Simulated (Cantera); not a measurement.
What does this Cantera script print?

```python
import numpy as np
import cantera as ct

gas_names = """
    H HO2 H2 H2O H2O2 O OH O2 O3 Pb PbO Pb2
""".split()
cond_names = """
    H2O(s) H2O(L) Pb(cr) Pb(L) PbO(rd) PbO(yw) PbO(L) PbO2(s) Pb3O4(s)
""".split()


# ... load() reads the species with a 1 bar reference pressure and builds the phases ...
atoms = {
    'PbO': {'Pb': 1, 'O': 1},
    'O2': {'O': 2},
    'H2': {'H': 2},
}
top_T = {'Pb3O4(s)': 820}  # K; cautious upper limits of use, not melting points


# ... equilibrate(T, P, feed) seeds the gas with the atoms and calls Mixture.equilibrate('TP', solver="vcs", rtol=1e-11, max_steps=5000) ...
results = []
feed = {'PbO': 1, 'O2': 0.21, 'H2': 52}  # mol
T = 498.15  # K
P = 470  # Pa
mix = equilibrate(T, P, feed)
results.append((T, P, feed, dict(zip(mix.species_names, mix.species_moles))))
print(gas.report(threshold=0.0001))
for i in range(1, mix.n_phases):
    print(f"{mix.phase(i).name:16s} {mix.phase_moles(i):12.5e} mol")
```

It prints:

```
       temperature   498.15 K
          pressure   470 Pa
           density   0.00027834 kg/m^3
  mean mol. weight   2.4529 kg/kmol
   phase of matter   gas

                          1 kg             1 kmol
                     ---------------   ---------------
          enthalpy       -2.9948e+05        -7.346e+05  J
   internal energy        -1.988e+06       -4.8764e+06  J
           entropy             78654        1.9293e+05  J/K
    Gibbs function       -3.9481e+07       -9.6842e+07  J
 heat capacity c_p             12010             29460  J/K
 heat capacity c_v            8620.5             21145  J/K

                      mass frac. Y      mole frac. X     chem. pot. / RT
                     ---------------   ---------------   ---------------
                H2           0.79944           0.97269           -21.497
               H2O           0.20056          0.027308           -90.514
     [  +10 minor]        3.3464e-11        3.9616e-13

H2O(L)            0.00000e+00 mol
Pb(cr)            1.00000e+00 mol
PbO(rd)           0.00000e+00 mol
PbO2(s)           0.00000e+00 mol
Pb3O4(s)          0.00000e+00 mol
```

These are equilibrium values from Cantera (NASA tables, ideal gas, pure condensed phases), not measurements of a reactor.
